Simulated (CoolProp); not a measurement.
Vapour-liquid equilibrium of R245fa (1) + isopentane (2) at 0.308 MPa; x and y are mole fractions of (1).

The numbers come from the multi-fluid Helmholtz-energy mixture model, Akasaka 2015 and Lemmon 2006; pair parameters Bell 2016 in CoolProp.

```json
[
 {"x": "0.05", "bubble temperature (K)": "330.6", "y at the bubble point": "0.198", "dew temperature at overall composition x (K)": "335.9", "liquid density (mol/L)": "8.060"},
 {"x": "0.15", "bubble temperature (K)": "321.8", "y at the bubble point": "0.422", "dew temperature at overall composition x (K)": "332.4", "liquid density (mol/L)": "8.246"},
 {"x": "0.25", "bubble temperature (K)": "317.1", "y at the bubble point": "0.534", "dew temperature at overall composition x (K)": "328.7", "liquid density (mol/L)": "8.382"},
 {"x": "0.35", "bubble temperature (K)": "314.6", "y at the bubble point": "0.595", "dew temperature at overall composition x (K)": "324.7", "liquid density (mol/L)": "8.499"},
 {"x": "0.45", "bubble temperature (K)": "313.4", "y at the bubble point": "0.631", "dew temperature at overall composition x (K)": "320.6", "liquid density (mol/L)": "8.613"},
 {"x": "0.55", "bubble temperature (K)": "312.9", "y at the bubble point": "0.655", "dew temperature at overall composition x (K)": "316.4", "liquid density (mol/L)": "8.740"},
 {"x": "0.65", "bubble temperature (K)": "312.7", "y at the bubble point": "0.675", "dew temperature at overall composition x (K)": "313.0", "liquid density (mol/L)": "8.889"},
 {"x": "0.75", "bubble temperature (K)": "312.8", "y at the bubble point": "0.700", "dew temperature at overall composition x (K)": "313.5", "liquid density (mol/L)": "9.066"},
 {"x": "0.85", "bubble temperature (K)": "313.5", "y at the bubble point": "0.747", "dew temperature at overall composition x (K)": "315.8", "liquid density (mol/L)": "9.268"},
 {"x": "0.95", "bubble temperature (K)": "316.2", "y at the bubble point": "0.867", "dew temperature at overall composition x (K)": "318.3", "liquid density (mol/L)": "9.464"}
]
```

y crosses x between x = 0.65 and 0.75: the model has an azeotrope there.

Pair parameters are fitted to limited data, so mixtures are less certain than the pure fluids. With so large a gap from Raoult's law the liquid may split in two, which this calculation doesn't test in full.
